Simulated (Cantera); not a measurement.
A Cantera script and its output.

```python
import numpy as np
import cantera as ct

gas = ct.Solution("h2o2.yaml")
gas.TPX = 348, 1800000, {'H2': 1, 'O2': 0.357, 'N2': 1.34}
inlet = ct.Reservoir(gas, clone=True)
gas.equilibrate("HP")  # start burning
reactor = ct.IdealGasConstPressureReactor(gas, energy="on", clone=False)
exhaust = ct.Reservoir(gas, clone=True)
tau = [0.11, 0.053, 0.026, 0.013, 0.0061, 0.003, 0.0015, 0.00071, 0.00035, 0.00017, 8.2e-05, 4e-05, 2e-05][0]
for a, b in ((inlet, reactor), (reactor, exhaust)):
    ct.MassFlowController(a, b, mdot=lambda t: reactor.mass / tau)
net = ct.ReactorNet([reactor])
show = ['H2', 'O2', 'OH', 'H', 'H2O']

rows = []
print(f"{'tau/s':>10s}{'T/K':>9s}" + "".join(f"{s:>11s}" for s in show))
for tau in [0.11, 0.053, 0.026, 0.013, 0.0061, 0.003, 0.0015, 0.00071, 0.00035, 0.00017, 8.2e-05, 4e-05, 2e-05]:
    net.initial_time = 0.0
    net.advance(30 * tau)
    before = gas.X
    net.advance(40 * tau)
    drift = np.max(np.abs(gas.X - before) / (gas.X + 1e-9))
    rows.append([gas.T, *gas[show].X, drift])
    print(f"{tau:10.3e}{gas.T:9.1f}" + "".join(f"{x:11.3e}" for x in gas[show].X))
```

Output:

```
     tau/s      T/K         H2         O2         OH          H        H2O
 1.100e-01   2344.9  1.219e-01  5.697e-06  4.381e-04  1.026e-03  3.045e-01
 5.300e-02   2344.7  1.219e-01  9.022e-06  4.458e-04  1.044e-03  3.044e-01
 2.600e-02   2344.3  1.219e-01  1.539e-05  4.606e-04  1.080e-03  3.044e-01
 1.300e-02   2343.6  1.218e-01  2.692e-05  4.883e-04  1.146e-03  3.043e-01
 6.100e-03   2342.2  1.218e-01  4.952e-05  5.450e-04  1.281e-03  3.042e-01
 3.000e-03   2339.8  1.218e-01  8.502e-05  6.391e-04  1.507e-03  3.040e-01
 1.500e-03   2336.2  1.218e-01  1.386e-04  7.873e-04  1.866e-03  3.036e-01
 7.100e-04   2330.0  1.217e-01  2.268e-04  1.031e-03  2.466e-03  3.030e-01
 3.500e-04   2321.4  1.217e-01  3.548e-04  1.362e-03  3.297e-03  3.022e-01
 1.700e-04   2309.0  1.216e-01  5.571e-04  1.819e-03  4.484e-03  3.010e-01
 8.200e-05   2291.2  1.216e-01  8.798e-04  2.417e-03  6.123e-03  2.992e-01
 4.000e-05   2266.9  1.217e-01  1.383e-03  3.150e-03  8.286e-03  2.968e-01
 2.000e-05   2234.7  1.221e-01  2.143e-03  3.981e-03  1.103e-02  2.935e-01
```

Detailed kinetics in Cantera: the H2/O2 subset of GRI-Mech 3.0, which has no nitrogen chemistry. The hydrogen kinetics of GRI-Mech 3.0 are dated; newer H2 mechanisms differ, most at raised pressure. The pressure lies above the range GRI-Mech 3.0 was tuned for (to about 10 atm).
